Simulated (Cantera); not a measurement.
Ignition delay

Mixture: 5.69 % CH3OH, 8.88 % O2, 85.4 % N2, equivalence ratio 0.96, at 540000 Pa, adiabatic and at constant pressure. Ignition delay is the time to a rise of 400 K.

Model: GRI-Mech 3.0 (53 species, 325 reactions), integrated in Cantera. GRI-Mech 3.0 was tuned for natural gas; its chemistry of methanol as a main component is partial and can be far from experiment.

```
T0 (K)  delay (ms)
------  ----------
1225          2.07
1300         0.695
1375         0.274
1450         0.124
1525        0.0638
1600        0.0364
```

```json
{
  "apparent activation energy between 1450 and 1600 K": "160 kJ/mol"
}
```
